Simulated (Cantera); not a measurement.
Cantera run, input and output.

```python
import numpy as np
import cantera as ct

gas = ct.Solution("gri30.yaml")
gas.TPX = 2375, 13332, {'CH4': 0.0029, 'H2': 0.16, 'N2': 0.0039}
reactor = ct.IdealGasConstPressureReactor(gas, energy="off", clone=False)
net = ct.ReactorNet([reactor])
net.rtol, net.atol = 1e-08, 1e-18
show = ['CH4', 'H2', 'C2H6', 'H', 'C2H', 'C2H4', 'HCN']
times = np.geomspace(0.0003, 10, 13)

steps = ct.SolutionArray(gas, extra=["t"])
rows = []
print(f"{'t/s':>10s}{'T/K':>9s}{'P/Pa':>11s}" + "".join(f"{s:>11s}" for s in show))
for t in times:
    while net.time < t:
        t_next = net.step()
        steps.append(gas.state, t=t_next)
    rows.append([np.interp(t, steps.t, y) for y in (steps.T, steps.P, *steps(*show).X.T)])
    print(f"{t:10.3e}{rows[-1][0]:9.1f}{rows[-1][1]:11.4g}" + "".join(f"{x:11.3e}" for x in rows[-1][2:]))
rate = np.gradient(steps.T, steps.t)
print("integrator steps:", len(steps.t))
if steps.T.max() > steps.T[0] + 200:
    print(f"time of steepest temperature rise: {steps.t[rate.argmax()]:.4e} s")
gas.TPX = 2375, 13332, {'CH4': 0.0029, 'H2': 0.16, 'N2': 0.0039}
gas.equilibrate("TP")
print(f"equilibrium (TP): T = {gas.T:.1f} K  " + "  ".join(f"{s} {gas[s].X[0]:.3e}" for s in show))
```

It prints:

```
       t/s      T/K       P/Pa        CH4         H2       C2H6          H        C2H       C2H4        HCN
 3.000e-04   2375.0  1.333e+04  1.037e-02  9.457e-01  1.287e-06  1.580e-02  1.522e-06  6.543e-05  3.281e-07
 7.145e-04   2375.0  1.333e+04  4.460e-03  9.438e-01  3.272e-07  2.169e-02  6.539e-06  2.261e-05  2.032e-06
 1.702e-03   2375.0  1.333e+04  1.271e-03  9.417e-01  3.161e-08  2.612e-02  1.119e-05  4.021e-06  5.621e-06
 4.054e-03   2375.0  1.333e+04  3.395e-04  9.386e-01  2.556e-09  3.003e-02  1.407e-05  1.644e-06  1.009e-05
 9.655e-03   2375.0  1.333e+04  9.865e-05  9.353e-01  2.401e-10  3.360e-02  1.613e-05  1.329e-06  1.468e-05
 2.300e-02   2375.0  1.333e+04  3.656e-05  9.326e-01  3.726e-11  3.643e-02  1.761e-05  1.227e-06  1.952e-05
 5.477e-02   2375.0  1.333e+04  2.497e-05  9.315e-01  1.894e-11  3.749e-02  1.815e-05  1.196e-06  2.638e-05
 1.305e-01   2375.0  1.333e+04  2.445e-05  9.315e-01  1.826e-11  3.756e-02  1.816e-05  1.193e-06  4.110e-05
 3.107e-01   2375.0  1.333e+04  2.443e-05  9.315e-01  1.824e-11  3.756e-02  1.813e-05  1.190e-06  7.577e-05
 7.401e-01   2375.0  1.333e+04  2.440e-05  9.315e-01  1.818e-11  3.756e-02  1.804e-05  1.185e-06  1.566e-04
 1.763e+00   2375.0  1.333e+04  2.432e-05  9.315e-01  1.805e-11  3.756e-02  1.784e-05  1.171e-06  3.401e-04
 4.198e+00   2375.0  1.333e+04  2.413e-05  9.315e-01  1.775e-11  3.756e-02  1.741e-05  1.143e-06  7.351e-04
 1.000e+01   2375.0  1.333e+04  2.369e-05  9.315e-01  1.708e-11  3.756e-02  1.657e-05  1.088e-06  1.508e-03
integrator steps: 1274
equilibrium (TP): T = 2375.0 K  CH4 1.914e-05  H2 9.315e-01  C2H6 1.107e-11  H 3.756e-02  C2H 1.007e-05  C2H4 6.617e-07  HCN 7.468e-03
```

Computed with Cantera and GRI-Mech 3.0 (53 species, 325 reactions). GRI-Mech 3.0 stops at C3 and has no aromatics, soot or wall deposition, so with more carbon than oxygen in the feed, carbon stays in small species such as C2H2 where larger ones or solid carbon would form.
